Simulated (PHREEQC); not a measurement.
Make-up at 30 °C: 65 mmol/kgw ZnSO4 and 0.077 mmol/kgw CuCl2. Closed to the air; pH follows from the charge balance.

The numbers come from PHREEQC with the ion-association model, wateq4f.dat.

Each row changes one thing in this solution. This is a speciation only: nothing precipitates in the calculation.

| case | pH | ionic strength (mol/kgw) | Cl- (mol/kgw) | Cu+2 (mol/kgw) | CuOH+ (mol/kgw) | Cu(OH)2 (mol/kgw) | SI of Tenorite (CuO) | SI of Cu(OH)2 (Cu(OH)2) |
|---|---|---|---|---|---|---|---|---|
| as made | 5.50 | 0.132 | 0.000148 | 4.55e-5 | 7.01e-8 | 3.33e-8 | -1.22 | -2.24 |
| diluted 2-fold with water | ___ | 0.0725 | 7.50e-5 | 2.39e-5 | 4.76e-8 | 2.80e-8 | -1.30 | -2.32 |
| temperature from 30 to 40 °C | 5.38 | 0.130 | ___ | 4.49e-5 | 5.19e-8 | ___ | -1.12 | -2.14 |
| ZnSO4 left out | 5.77 | 0.000230 | 0.000154 | 7.58e-5 | 4.24e-7 | 5.13e-7 | -0.05 | -1.07 |
| ZnSO4 replaced by CuSO4 at the same molality | 4.53 | ___ | 0.000148 | 0.0351 | 5.80e-6 | 2.96e-7 | -0.27 | -1.29 |
| temperature from 30 to 85 °C | 4.98 | 0.126 | 0.000123 | 4.35e-5 | 1.92e-8 | ___ | -0.62 | -1.64 |

### Question
What belongs in the gaps?

### Answer

- diluted 2-fold with water, pH: 5.56
- temperature from 30 to 40 °C, Cl- (mol/kgw): 0.000145
- temperature from 30 to 40 °C, Cu(OH)2 (mol/kgw): 1.86e-8
- ZnSO4 replaced by CuSO4 at the same molality, ionic strength (mol/kgw): 0.141
- temperature from 30 to 85 °C, Cu(OH)2 (mol/kgw): 2.73e-9

Complexes and solids missing from the database can't appear. Some of these states are supersaturated (in Antlerite, Brochantite, for instance). Constants without temperature data keep their 25 °C values here.
